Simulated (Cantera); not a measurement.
A closed system holds: 1 mol Si, 2.8 mol Cl2, 0.22 mol H2, equilibrated at 627 °C and 1 atm.

Method: chemical equilibrium by Gibbs-energy minimisation in Cantera with the NASA 1993 tables (ideal gas, pure condensed phases). Candidate condensed phases: Si; 19 gas species. Rates play no part.

Base state: SiCl4 0.495, Cl2 0.287, HCl 0.218, Cl 3.94e-5 (mole fractions); condensed: gas only.

What changes in the equilibrium state with this change: Cl2 from 2.8 to 0.54 mol?


```csv
species,before,after
SiCl4,0.495,0.473
H2,<1e-9,0.396
SiHCl3,<1e-9,0.122
Cl2,0.287,<1e-9
HCl,0.218,0.00435
SiH2Cl2,<1e-9,0.00300
SiCl3,<1e-9,0.000803
SiCl2,<1e-9,6.50e-5
Cl,3.94e-5,<1e-9
"Si(s), mol",0,0.715
```
The tables' values for SiCl3 are old estimates; treat these amounts as uncertain.
